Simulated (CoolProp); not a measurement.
Vapour-liquid equilibrium of trans-2-butene (1) + acetone (2) at 394.1 K; x and y are mole fractions of (1).

The numbers come from the multi-fluid Helmholtz-energy mixture model, Lemmon 2005 and Lemmon 2006; pair parameters Bell 2016 in CoolProp.

```csv
x,"bubble pressure, mixture model (kPa)","bubble pressure, Raoult's law (kPa)","y, mixture model","y, Raoult's law"
0.05,771.5,699.0,0.208,0.160
0.15,1050,860.7,0.440,0.390
0.25,1286,1022,0.565,0.547
0.35,1481,1184,0.644,0.661
0.45,1643,1346,0.701,0.747
0.55,1780,1508,0.749,0.816
0.65,1902,1669,0.793,0.870
0.75,2013,1831,0.839,0.916
0.85,2115,1993,0.893,0.953
0.95,2202,2155,0.960,0.986
```

The largest gap from Raoult's law is +25.8 % in bubble pressure, at x = 0.25. No azeotrope shows between x = 0.05 and 0.95.

The pair parameters rest on a limited set of measurements; away from them the model extrapolates.
